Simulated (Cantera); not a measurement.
Input: 1 mol Si2Cl6, 0.15 mol Cl2, 20 mol H2, held at 777 °C and 615 Torr.

Method: chemical equilibrium by Gibbs-energy minimisation in Cantera with the NASA 1993 tables (ideal gas, pure condensed phases). Candidate condensed phases: Si; 19 gas species. The feed counts by its element totals alone. The tables' values for SiCl3 are old estimates; treat these amounts as uncertain. The numbers say what is thermodynamically allowed, not how fast it happens.

Base state: H2 0.907, SiCl4 0.0458, SiHCl3 0.0289, HCl 0.0149, SiH2Cl2 0.00208, SiCl3 0.00108, SiCl2 0.000458, SiH3Cl 3.90e-5 (mole fractions); condensed: Si(s).

What changes in the equilibrium state with this change: temperature from 777 °C to 977 °C?


```json
[
 {"species": "H2", "before": "0.907", "after": "0.879"},
 {"species": "HCl", "before": "0.0149", "after": "0.0494"},
 {"species": "SiCl4", "before": "0.0458", "after": "0.0346"},
 {"species": "SiHCl3", "before": "0.0289", "after": "0.0219"},
 {"species": "SiCl2", "before": "0.000458", "after": "0.00699"},
 {"species": "SiCl3", "before": "0.00108", "after": "0.00581"},
 {"species": "SiH3Cl", "before": "3.90e-5", "after": "4.51e-5"},
 {"species": "Si(s), mol", "before": "0.316", "after": "0.446"}
]
```

What changes in the equilibrium state with this change: Cl2 from 0.15 to 0.83 mol?


| species | before | after |
|---|---|---|
| H2 | 0.907 | 0.890 |
| SiCl4 | 0.0458 | 0.0593 |
| SiHCl3 | 0.0289 | 0.0292 |
| HCl | 0.0149 | 0.0188 |
| SiH3Cl | 3.90e-5 | 2.39e-5 |
| SiH2Cl2 | 0.00208 | 0.00164 |
| SiCl2 | 0.000458 | 0.000367 |
| Si(s), mol | 0.316 | 0 |
